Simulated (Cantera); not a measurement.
Pyrogenic steam for wet oxidation

An isothermal, constant-pressure homogeneous reactor starts with H₂ : O₂ : N₂ = 1.6 : 1 : 9.1 (molar parts), at 800 K and 338 Torr.

Model: GRI-Mech 3.0 (53 species, 325 reactions), integrated in Cantera. Below about 950 K walls govern HO2 and H2O2 in real vessels. The temperature is held fixed by assumption; the heat of reaction is taken as removed at once.

```json
[
 {"t (s)": "2.00e-5", "x H₂": "0.137", "x O₂": "0.0855", "x H₂O₂": "<1e-12", "x NO": "<1e-12", "x H₂O": "<1e-12", "x O": "<1e-12"},
 {"t (s)": "9.25e-5", "x H₂": "0.137", "x O₂": "0.0855", "x H₂O₂": "<1e-12", "x NO": "<1e-12", "x H₂O": "<1e-12", "x O": "<1e-12"},
 {"t (s)": "0.000428", "x H₂": "0.137", "x O₂": "0.0855", "x H₂O₂": "<1e-12", "x NO": "<1e-12", "x H₂O": "<1e-12", "x O": "<1e-12"},
 {"t (s)": "0.00198", "x H₂": "0.137", "x O₂": "0.0855", "x H₂O₂": "<1e-12", "x NO": "<1e-12", "x H₂O": "3.15e-12", "x O": "<1e-12"},
 {"t (s)": "0.00917", "x H₂": "0.137", "x O₂": "0.0855", "x H₂O₂": "<1e-12", "x NO": "<1e-12", "x H₂O": "1.53e-11", "x O": "<1e-12"},
 {"t (s)": "0.0424", "x H₂": "0.137", "x O₂": "0.0855", "x H₂O₂": "2.04e-11", "x NO": "<1e-12", "x H₂O": "7.82e-11", "x O": "<1e-12"},
 {"t (s)": "0.196", "x H₂": "0.137", "x O₂": "0.0855", "x H₂O₂": "4.57e-10", "x NO": "<1e-12", "x H₂O": "5.28e-10", "x O": "<1e-12"},
 {"t (s)": "0.908", "x H₂": "0.137", "x O₂": "0.0855", "x H₂O₂": "1.31e-8", "x NO": "<1e-12", "x H₂O": "9.08e-9", "x O": "<1e-12"},
 {"t (s)": "4.20", "x H₂": "0.137", "x O₂": "0.0855", "x H₂O₂": "1.47e-6", "x NO": "<1e-12", "x H₂O": "1.36e-6", "x O": "6.15e-12"},
 {"t (s)": "19.5", "x H₂": "0.136", "x O₂": "0.0852", "x H₂O₂": "9.05e-5", "x NO": "<1e-12", "x H₂O": "0.000332", "x O": "1.83e-10"},
 {"t (s)": "90.0", "x H₂": "0.119", "x O₂": "0.0763", "x H₂O₂": "0.000384", "x NO": "<1e-12", "x H₂O": "0.0192", "x O": "6.72e-10"}
]
```
x: mole fraction; the columns are a selection and need not sum to one.

Equilibrium at this temperature and pressure: H₂ <1e-12, O₂ 0.0183, H₂O₂ 1.55e-12, NO 6.13e-7, H₂O 0.147, O <1e-12 (gas phase only).
